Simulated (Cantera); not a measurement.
## PH3 + O2 (abatement and gas-phase synthesis)

Charge: 1 mol PH3, 0.017 mol O2, equilibrated at 0.0133 bar.

Cantera equilibrium calculation (NASA polynomials, part measured and part estimated; ideal gas, pure solids and liquids). Candidate condensed phases: H2O, P, P4O10; 17 gas species. Gases not in the tables: HPO2, HPO3 and P4O6. The numbers say what is thermodynamically allowed, not how fast it happens.

```json
[
 {"T (K)": "2048", "x H2": "0.726", "x H": "0.0165", "x P2": "0.238", "x P": "0.00248", "x PO": "0.0130"},
 {"T (K)": "2148", "x H2": "0.713", "x H": "0.0305", "x P2": "0.234", "x P": "0.00486", "x PO": "0.0139"},
 {"T (K)": "2248", "x H2": "0.693", "x H": "0.0530", "x P2": "0.228", "x P": "0.00894", "x PO": "0.0145"},
 {"T (K)": "2348", "x H2": "0.661", "x H": "0.0869", "x P2": "0.220", "x P": "0.0155", "x PO": "0.0147"},
 {"T (K)": "2448", "x H2": "0.615", "x H": "0.135", "x P2": "0.207", "x P": "0.0254", "x PO": "0.0146"},
 {"T (K)": "2548", "x H2": "0.554", "x H": "0.199", "x P2": "0.191", "x P": "0.0394", "x PO": "0.0142"},
 {"T (K)": "2648", "x H2": "0.478", "x H": "0.278", "x P2": "0.169", "x P": "0.0581", "x PO": "0.0135"},
 {"T (K)": "2748", "x H2": "0.391", "x H": "0.368", "x P2": "0.144", "x P": "0.0812", "x PO": "0.0127"},
 {"T (K)": "2848", "x H2": "0.302", "x H": "0.460", "x P2": "0.117", "x P": "0.108", "x PO": "0.0118"},
 {"T (K)": "2948", "x H2": "0.219", "x H": "0.543", "x P2": "0.0898", "x P": "0.135", "x PO": "0.0108"},
 {"T (K)": "3048", "x H2": "0.150", "x H": "0.611", "x P2": "0.0653", "x P": "0.162", "x PO": "0.00998"},
 {"T (K)": "3148", "x H2": "0.0981", "x H": "0.661", "x P2": "0.0453", "x P": "0.185", "x PO": "0.00924"},
 {"T (K)": "3248", "x H2": "0.0628", "x H": "0.693", "x P2": "0.0302", "x P": "0.203", "x PO": "0.00855"},
 {"T (K)": "3348", "x H2": "0.0400", "x H": "0.714", "x P2": "0.0196", "x P": "0.217", "x PO": "0.00783"}
]
```
x: gas mole fraction; nothing condenses.

From 2048 K to 3348 K nothing is condensed.
